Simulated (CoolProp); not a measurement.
Vapour-liquid equilibrium of dimethyl ether (1) + n-pentane (2) at 0.0983 bar; x and y are mole fractions of (1).

Values from CoolProp's multi-fluid Helmholtz-energy mixture model, Wu 2011 and Thol 2019; pair parameters Bell 2016.

```tsv
x	bubble temperature, mixture model (K)	bubble temperature, Raoult's law (K)	y, mixture model	y, Raoult's law
0.05	248.0	245.1	0.346	0.446
0.2	228.2	229.3	0.852	0.829
0.35	216.2	221.0	0.954	0.923
0.5	210.6	215.6	0.978	0.961
0.65	208.3	211.7	0.985	0.980
0.8	207.2	208.6	0.989	0.991
0.95	206.0	206.1	0.995	0.998
```

The largest gap from Raoult's law is -5.0 K in bubble temperature, at x = 0.5. No azeotrope shows between x = 0.05 and 0.95.

Pair parameters are fitted to limited data, so mixtures are less certain than the pure fluids. The gap from Raoult's law changes sign with composition, which may be real or a fault of the pair parameters; it wasn't checked against measurements.
